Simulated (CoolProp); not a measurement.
A Linde-Hampson liquefier for methane: isothermal reversible compression at 250 K from 1 atm to 5 MPa, throttling to 1 atm, return gas leaving the recuperator 10 K below the feed. Each further row changes one setting.

Model: reference Helmholtz-energy equation of state, Setzmann 1991, in CoolProp.

| case | liquid yield per pass | compression work (kJ/kg of gas) |
|---|---|---|
| as stated | 0.065 | 485 |
| high pressure 10 MPa | 0.177 | 553 |
| warm-end temperature 280 K | 0.041 | 551 |
| warm-end gap 15 K | 0.052 | 485 |
